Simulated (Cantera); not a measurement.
Charge: 1 mol TEOS, 0.18 mol O3, 180 mol N2, 1.4 mol NO, equilibrated at 13.3 mbar.

Method: chemical equilibrium by Gibbs-energy minimisation in Cantera with the NASA 1993 tables (ideal gas, pure condensed phases). Candidate condensed phases: C, C6H6, C7H8, C8H18, H2O, Si, SiC, SiO2, Si2N2O, Si3N4; 151 gas species. The feed counts by its element totals alone. Kinetics and transport are ignored.

x: gas mole fraction; n: condensed amount in mol.

```csv
T (K),x N2,x H2,x CO,x HCN,x H2O,x CH4,n C(graphite),n SiO2(β-quartz),n Si2N2O(s)
1000,0.928,0.0514,0.0202,?,5.48e-6,3.36e-6,4.06,1.00,0
1025,0.928,0.0514,0.0202,?,3.68e-6,2.59e-6,4.06,1.00,0
1050,0.928,0.0514,0.0202,?,2.52e-6,2.01e-6,4.06,1.00,0
1075,0.921,0.0511,0.0278,?,2.39e-6,1.57e-6,2.56,0,0.500
1100,0.921,0.0511,0.0278,?,1.69e-6,1.25e-6,2.56,0,0.500
1125,0.921,0.0511,0.0278,?,1.22e-6,1.00e-6,2.56,0,0.500
1150,0.921,0.0511,0.0278,?,8.88e-7,8.15e-7,2.56,0,0.500
1175,0.921,0.0511,0.0278,?,6.57e-7,6.67e-7,2.56,0,0.500
1200,0.921,0.0511,0.0278,?,4.92e-7,5.50e-7,2.56,0,0.500
1225,0.921,0.0511,0.0278,?,3.72e-7,4.57e-7,2.56,0,0.500
1250,0.921,0.0511,0.0278,?,2.85e-7,3.83e-7,2.55,0,0.500
1275,0.921,0.0511,0.0278,?,2.21e-7,3.23e-7,2.55,0,0.500
1300,0.921,0.0511,0.0278,?,1.73e-7,2.74e-7,2.55,0,0.500
1325,0.921,0.0511,0.0278,?,1.36e-7,2.34e-7,2.55,0,0.500
```

Problem. Some entries are withheld; supply them.

Solution. 
- 1000, x HCN: 1.13e-6
- 1025, x HCN: 1.67e-6
- 1050, x HCN: 2.43e-6
- 1075, x HCN: 3.44e-6
- 1100, x HCN: 4.82e-6
- 1125, x HCN: 6.66e-6
- 1150, x HCN: 9.07e-6
- 1175, x HCN: 1.22e-5
- 1200, x HCN: 1.62e-5
- 1225, x HCN: 2.12e-5
- 1250, x HCN: 2.75e-5
- 1275, x HCN: 3.53e-5
- 1300, x HCN: 4.49e-5
- 1325, x HCN: 5.66e-5
